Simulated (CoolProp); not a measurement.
Vapour-liquid equilibrium of hydrogen sulfide (1) + n-butane (2) at 52.85 °C; x and y are mole fractions of (1).

The numbers come from the multi-fluid Helmholtz-energy mixture model, Lemmon 2006 and Bücker 2006; pair parameters Kunz 2012 in CoolProp.

```
x     bubble pressure (kPa)  y at the bubble point  dew pressure at overall composition x (kPa)  liquid density (mol/L)
----  ---------------------  ---------------------  -------------------------------------------  ----------------------
0.05                  759.9                  0.294                                        562.7                   9.440
0.2                       …                  0.626                                        670.8                   10.11
0.35                      …                  0.749                                        825.1                       …
0.5                    2407                  0.819                                         1063                   12.33
0.65                   2836                  0.871                                         1472                   14.03
0.8                    3238                  0.919                                            …                   16.30
0.95                   3634                  0.976                                         3468                   19.29
```

Q: What belongs in the gaps?

A: 
- 0.2, bubble pressure (kPa): 1390
- 0.35, bubble pressure (kPa): 1934
- 0.35, liquid density (mol/L): 11.06
- 0.8, dew pressure at overall composition x (kPa): 2266

No azeotrope shows between x = 0.05 and 0.95.

Pair parameters are fitted to limited data, so mixtures are less certain than the pure fluids.
